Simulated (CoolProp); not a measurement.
Vapour-liquid equilibrium of CH2F2 (R32) (1) + R1234yf (2) at 0.000912 MPa; x and y are mole fractions of (1).

The numbers come from the multi-fluid Helmholtz-energy mixture model, Tillner-Roth 1997 and Lemmon 2022; pair parameters Bell 2023 in CoolProp.

Question: Give the bubble temperature and the first vapour's composition at x = 0.2, 0.35, 0.65. Is there an azeotrope?

Answer: x = 0.2: -109.2 °C, y = 0.675; x = 0.35: -111.7 °C, y = 0.791; x = 0.65: -113.5 °C, y = 0.870. No azeotrope shows between x = 0.05 and 0.95.

The pair parameters rest on a limited set of measurements; away from them the model extrapolates.
